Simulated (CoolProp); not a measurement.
Aqueous propylene glycol as a coolant, 27 % by mass, freezing at -10.9 °C, 1 atm.

Values from CoolProp's Melinder's fits for secondary coolants.

```csv
T (°C),cp (kJ/(kg K)),density (kg/m³),viscosity (mPa s),Prandtl number
-8.2,3.824,1030,9.33,82.2
-4.9,(withheld),1029,7.82,68.6
-1.7,(withheld),1029,6.64,(withheld)
1.6,3.849,1028,(withheld),49.2
4.9,(withheld),1027,4.85,42.0
8.2,3.866,1026,4.19,36.2
11.4,(withheld),1024,3.67,31.5
14.7,3.883,1023,3.21,27.5
18,3.891,1022,2.84,24.2
21.2,(withheld),1021,(withheld),21.5
24.5,3.907,1019,2.26,19.1
27.8,3.916,1018,2.03,17.1
31,3.924,1016,1.84,15.5
34.3,3.932,1014,1.68,14.0
```

Some entries are withheld; supply them.


- -4.9, cp (kJ/(kg K)): 3.833
- -1.7, cp (kJ/(kg K)): 3.841
- -1.7, Prandtl number: 58.0
- 1.6, viscosity (mPa s): 5.65
- 4.9, cp (kJ/(kg K)): 3.858
- 11.4, cp (kJ/(kg K)): 3.874
- 21.2, cp (kJ/(kg K)): 3.899
- 21.2, viscosity (mPa s): 2.53
